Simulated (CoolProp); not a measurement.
Octamethylcyclotetrasiloxane (D4) along the isobar 0.64 MPa: fugacity coefficient from the reference equation and from simpler models built on Tc = 586.5 K, pc = 1.347 MPa, ω = 0.598; each cubic takes its own stable root.

Values from CoolProp's reference Helmholtz-energy equation of state, Thol 2015.

```
T (K)   phase  reference
-----  ------  ---------
480.4  liquid     0.3052
490.4  liquid     0.3675
500.4  liquid     0.4371
510.3  liquid     0.5132
520.3  liquid     0.5969
530.3  liquid     0.6870
550.2     gas     0.7897
560.2     gas     0.8042
570.1     gas     0.8172
580.1     gas     0.8293
590.1     gas     0.8404
600.1     gas     0.8505
610       gas     0.8599
620       gas     0.8686
```

Problem. How far does each simpler model (van der Waals, Redlich-Kwong, Soave-Redlich-Kwong, Peng-Robinson) lie from the reference over these 14 states: mean and median of the absolute difference, and the worst?

Solution. 
- van der Waals: mean 33.3 %, median 5.4 %, worst +136.9 % at 480.4 K and 0.64 MPa
- Redlich-Kwong: mean 19.5 %, median 2.2 %, worst +71.1 % at 480.4 K and 0.64 MPa
- Soave-Redlich-Kwong: mean 1.5 %, median 0.8 %, worst +2.6 % at 520.3 K and 0.64 MPa
- Peng-Robinson: mean 0.7 %, median 1.0 %, worst -1.1 % at 580.1 K and 0.64 MPa

At some of these states van der Waals, Redlich-Kwong gives the other phase, because its saturation line lies elsewhere.
